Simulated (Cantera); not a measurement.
Input: 1 mol SiC, 1.3 mol O₂, 560 mol H₂, at 0.0380 bar.

These are equilibrium values from Cantera (NASA tables, ideal gas, pure condensed phases), not measurements of a reactor. Candidate condensed phases: C, C₆H₆, C₇H₈, C₈H₁₈, H₂O, Si, SiC, SiO₂; 123 gas species. Mutual solubility and eutectic melting of coexisting phases are not modelled. The tables hold silica as quartz up to 1696 K and as liquid above; real silica turns to tridymite and cristobalite and melts near 1996 K. Rates play no part.

x: gas mole fraction; n: condensed amount in mol.

```tsv
T (°C)	x H₂	x H	x CO	x SiO	x H₂O	x CH₄	x OH	n SiO₂(β-quartz)	n SiC(s)
700	0.998	5.54e-9	0.000943	<1e-12	0.000128	___	<1e-12	1.00	0
800	0.998	7.18e-8	0.00106	9.70e-11	1.25e-5	0.000727	<1e-12	1.00	0
900	0.998	6.04e-7	0.00107	1.56e-7	1.48e-6	0.000715	<1e-12	1.000	0
1000	0.998	3.66e-6	0.00147	9.14e-6	2.07e-6	___	<1e-12	0.884	0.111
1100	0.998	1.71e-5	0.00161	0.000241	3.34e-6	___	1.02e-12	0.779	0.0859
1200	0.997	6.48e-5	0.00178	0.000739	2.75e-5	___	4.64e-11	0.585	0
1300	0.997	0.000208	0.00178	0.00104	0.000324	___	2.44e-9	0.418	0
1400	0.995	0.000583	0.00178	0.00178	0.00107	___	3.01e-8	0	0
1500	0.994	0.00145	0.00178	0.00178	0.00107	___	9.67e-8	0	0
1600	0.992	0.00330	0.00178	0.00178	0.00107	___	2.75e-7	0	0
1700	0.989	0.00688	0.00177	0.00177	0.00106	___	7.02e-7	0	0
1800	0.982	0.0134	0.00177	0.00177	0.00106	___	1.64e-6	0	0
1900	0.971	0.0244	0.00176	0.00176	0.00105	___	3.53e-6	0	0
2000	0.953	0.0421	0.00174	0.00174	0.00104	___	7.11e-6	0	0
```

### Question
Fill in the missing entries.

### Answer

- 700, x CH₄: 0.000843
- 1000, x CH₄: 0.000114
- 1100, x CH₄: 1.63e-5
- 1200, x CH₄: 5.71e-7
- 1300, x CH₄: 1.50e-8
- 1400, x CH₄: 1.62e-9
- 1500, x CH₄: 6.51e-10
- 1600, x CH₄: 2.89e-10
- 1700, x CH₄: 1.39e-10
- 1800, x CH₄: 7.12e-11
- 1900, x CH₄: 3.84e-11
- 2000, x CH₄: 2.15e-11
